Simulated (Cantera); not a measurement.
Input: 1 mol MgO, 0.53 mol H2S, 2.1 mol O2, at 1.00 bar.

Cantera equilibrium calculation (NASA polynomials, part measured and part estimated; ideal gas, pure solids and liquids). Candidate condensed phases: H2O, H2SO4, Mg, MgO, Mg(OH)2, MgS, MgSO4, S; 26 gas species. Kinetics and transport are ignored. All values below are at 1177 °C.

Base state: O2 0.550, H2O 0.225, SO2 0.217, SO3 0.00784, OH 9.51e-5 (mole fractions); condensed: MgO(s).

What changes in the equilibrium state with this change: H2S from 0.53 to 0.076 mol?


```csv
species,before,after
O2,0.550,0.929
H2O,0.225,0.0356
SO2,0.217,0.0340
SO3,0.00784,0.00159
OH,9.51e-5,4.31e-5
"MgO(s), mol",1.00,1.00
```

What changes in the equilibrium state with this change: MgO replaced by FeS?


```
species         before     after
-------------  -------  --------
SO2              0.217     0.676
H2O              0.225     0.260
S2               <1e-9    0.0461
O2               0.550   1.94e-9
H2S              <1e-9   0.00562
S2O              <1e-9   0.00413
SH               <1e-9  0.000212
SO             4.46e-8   0.00234
H2             2.87e-7   0.00561
MgO(s), mol       1.00         0
FeO(s), mol          0     0.870
Fe3O4(s), mol        0    0.0434
```
Mutual solubility and eutectic melting of coexisting phases are not modelled. The tables' stoichiometric FeO is somewhat more stable than real wüstite, so its field is too wide. FeO: taken at fixed stoichiometry. Further candidate phases: Fe, FeO, Fe(OH)2, Fe(OH)3, FeS, FeSO4, FeS2, Fe2O3, Fe2(SO4)3, Fe3O4.
